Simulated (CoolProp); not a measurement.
Model: reference Helmholtz-energy equation of state, Aleksandrov 2011, in CoolProp. It is a short technical equation, of lower accuracy than the large ones.

For n-undecane, give the phase and the cv (kJ/(kg K)), Joule-Thomson coefficient (K/MPa), isothermal compressibility (1/MPa), fugacity coefficient at 388.4 K and 11.8 MPa.


- 388.4 K and 11.8 MPa: liquid; cv 2.16, Joule-Thomson coefficient -0.349, isothermal compressibility 0.00163, fugacity coefficient 0.00162
